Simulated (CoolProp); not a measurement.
A single-stage vapour-compression cycle with C3F8 (R218): evaporating at 204.15 K (dew point), condensing at 252.15 K (bubble point), superheat 2 K, subcooling 8 K, compressor efficiency 0.7, no pressure losses. Each further row changes one setting.

Model: reference Helmholtz-energy equation of state, Lemmon 2006, in CoolProp. It is a short technical equation, of lower accuracy than the large ones.

```csv
case,cooling COP,pressure ratio,discharge temperature (K),refrigerating effect (kJ/kg),volumetric capacity (kJ/m³)
as stated,2.44,11.0,258.3,79.3,158
evaporating temperature 209.15 K,2.88,8.05,257.0,82.3,?
condensing temperature 247.15 K,?,9.01,253.8,84.3,168
subcooling 13 K,?,11.0,258.3,84.3,168
superheat 12 K,2.50,11.0,269.0,85.8,162
compressor efficiency 0.6,2.09,11.0,265.3,79.3,158
```

Complete the blanks.


- evaporating temperature 209.15 K, volumetric capacity (kJ/m³): 219
- condensing temperature 247.15 K, cooling COP: 2.83
- subcooling 13 K, cooling COP: 2.59
